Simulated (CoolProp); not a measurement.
Vapour-liquid equilibrium of hydrogen sulfide (1) + propane (2) at 45.95 °C; x and y are mole fractions of (1).

The numbers come from the multi-fluid Helmholtz-energy mixture model, Lemmon 2006 and Lemmon 2009; pair parameters Kunz 2012 in CoolProp.

Q: Give the bubble pressure and the first vapour's composition at x = 0.575, 0.725, 0.8. Is there an azeotrope?

A: x = 0.575: 3.122 MPa, y = 0.674; x = 0.725: 3.285 MPa, y = 0.768; x = 0.8: 3.330 MPa, y = 0.818. y crosses x between x = 0.8 and 0.875: the model has an azeotrope there.

Pair parameters are fitted to limited data, so mixtures are less certain than the pure fluids.
